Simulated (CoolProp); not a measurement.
Model: reference Helmholtz-energy equation of state, Lemmon 2005, in CoolProp.

Problem. Give the vapour pressure (MPa), liquid cp (kJ/(kg K)), vapour viscosity (µPa s) of saturated R125 at 288 K.

Solution. 
| T (K) | p (MPa) | liquid cp (kJ/(kg K)) | vapour viscosity (µPa s) |
|---|---|---|---|
| 288 | 1.04 | 1.33 | 12.8 |

Viscosity comes from a separate model (Huber 2006).
